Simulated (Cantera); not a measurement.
Cantera with NASA thermochemical tables; ideal gases at 1 bar, condensed phases pure. Values are per mole of reaction as written; species without (g) are pure solids or liquids, kept so even where they would boil at 1 bar.

Problem. Between 300 and 2825 K, where is each reaction favourable under standard conditions?
- 4 H(g) + NiS2 ⇌ Ni + 2 H2S(g)

Solution. 
- 4 H(g) + NiS2 ⇌ Ni + 2 H2S(g): ΔG° is -755 kJ at 300 K and -280 kJ at 2825 K; it stays negative (K > 1). ΔH° is -919 kJ and ΔS° -227 J/K at 2825 K.
